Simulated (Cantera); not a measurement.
# Stirred combustor or abatement burner

A perfectly stirred reactor is fed with 14.9 % CO, 5.53 % H₂, 12.3 % O₂, 46.3 % N₂, 20.9 % H₂O, equivalence ratio 0.83, at 1200 Torr; it is adiabatic with a 800 K inlet, and is followed from long to short residence time, starting on the burning branch (τ in s: 0.11, 0.04, 0.015, 0.0057, 0.0021, 0.00081, 0.00031, 0.00012, 4.4e-05, 1.6e-05).

Computed with Cantera and GRI-Mech 3.0 (53 species, 325 reactions).

| τ (s) | T (K) | x CO | x H₂ | x O₂ | x CO₂ | x H₂O₂ | x OH | x H |
|---|---|---|---|---|---|---|---|---|
| 0.11 | 2208 | 0.00563 | 0.00190 | 0.0250 | 0.160 | 2.05e-7 | 0.00474 | 0.000221 |
| 0.040 | 2203 | 0.00622 | 0.00208 | 0.0256 | 0.159 | 2.12e-7 | 0.00497 | 0.000256 |
| 0.015 | 2190 | 0.00758 | 0.00251 | 0.0265 | 0.158 | 2.28e-7 | 0.00543 | 0.000345 |
| 0.0057 | 2162 | 0.0103 | 0.00341 | 0.0281 | 0.155 | 2.65e-7 | 0.00626 | 0.000567 |
| 0.0021 | 2112 | 0.0150 | 0.00504 | 0.0308 | 0.149 | 3.50e-7 | 0.00751 | 0.00110 |
| 0.00081 | 2040 | 0.0214 | 0.00731 | 0.0346 | 0.142 | 5.01e-7 | 0.00881 | 0.00216 |
| 0.00031 | 1942 | 0.0299 | 0.0101 | 0.0397 | 0.132 | 7.75e-7 | 0.00980 | 0.00408 |
| 0.00012 | 1812 | 0.0417 | 0.0128 | 0.0467 | 0.118 | 1.35e-6 | 0.00983 | 0.00690 |
| 4.4e-5 | 1602 | 0.0690 | 0.0138 | 0.0613 | 0.0886 | 3.32e-6 | 0.00732 | 0.00880 |
| 1.6e-5 | 800 | 0.149 | 0.0553 | 0.123 | 1.99e-12 | <1e-12 | <1e-12 | <1e-12 |
x: mole fraction; the columns are a selection and need not sum to one.
